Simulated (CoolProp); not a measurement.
Vapour pressure (bar) of water: the reference equation beside estimates from Tc = 647.1 K, pc = 220.6 bar, ω = 0.344. Clausius-Clapeyron is anchored at 502.5 K with a constant enthalpy of vaporisation of 32.71 kJ/mol.

The numbers come from the reference Helmholtz-energy equation of state, Wagner 2002 in CoolProp.

```
T (K)  reference  Clausius-Clapeyron  van der Waals  Soave-Redlich-Kwong  Peng-Robinson
-----  ---------  ------------------  -------------  -------------------  -------------
368.9     0.8697               1.622          14.18               0.7890         0.8229
395.6      2.146               3.332          21.34                2.031          2.078
422.3      4.654               6.249          30.63                4.540          4.584
449.1      9.128               10.90          42.33                9.098          9.095
475.8      16.43               17.81          56.58                16.62          16.50
502.5      27.64               27.64          73.60                28.22          27.90
529.3      44.06               41.09          93.66                45.23          44.63
556        66.97               58.71          116.7                68.88          67.96
582.7      98.05               81.19          143.1                100.7          99.52
609.5      139.4               109.3          172.9                142.4          141.2
636.2      193.6               143.2          206.1                195.4          194.8
```

Absolute difference from the reference over all 11 rows, mean and median: Clausius-Clapeyron 26.2 and 19.4 %, van der Waals 365.5 and 166.3 %, Soave-Redlich-Kwong 2.9 and 2.4 %, Peng-Robinson 1.6 and 1.3 %.
